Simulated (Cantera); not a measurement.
Carbon deposition, reforming and gasification: toluene + O₂

Charge: 1 mol toluene, 0.072 mol O₂, held at 800 °C.

Cantera equilibrium calculation (NASA polynomials, part measured and part estimated; ideal gas, pure solids and liquids). Candidate condensed phases: C, C₆H₆, C₇H₈, C₈H₁₈, H₂O; 110 gas species. The ideal-gas law is rough above about 30 bar. Equilibrium is a limit: real reactors are often held back by kinetics, nucleation or transport.

```
P (Pa)     x H₂     x CH₄     x H₂O     x CO     x CO₂    x C₂H₆    x C₂H₄       x H  n C(graphite)
--------  -----  --------  --------  -------  --------  --------  --------  --------  -------------
10        0.965   4.28e-6   4.35e-7   0.0347   1.70e-8    <1e-12  7.51e-11   1.38e-6           6.86
72        0.965   3.08e-5   3.13e-6   0.0347   1.22e-7    <1e-12  5.41e-10   5.15e-7           6.86
520       0.965  0.000222   2.26e-5   0.0347   8.81e-7  1.65e-11   3.91e-9   1.92e-7           6.86
3700      0.964   0.00158  0.000160   0.0346   6.23e-6  8.30e-10   2.77e-8   7.17e-8           6.85
27000     0.954    0.0113   0.00113   0.0340   4.37e-5   4.28e-8   1.98e-7   2.64e-8           6.81
190000    0.893    0.0696   0.00666   0.0303  0.000244   1.74e-6   1.22e-6   9.64e-9           6.61
1400000   0.668     0.287    0.0241   0.0199  0.000778   3.96e-5   5.04e-6   3.07e-9           6.03
10000000  0.358     0.587    0.0446  0.00960   0.00130  0.000310   1.03e-5  8.41e-10           5.48
```
x: gas mole fraction; n: condensed amount in mol.

From 0.0750 Torr to 75000 Torr the condensed part is C(graphite). The main C-bearing gas is CO at 0.0750 Torr and CH₄ at 75000 Torr.
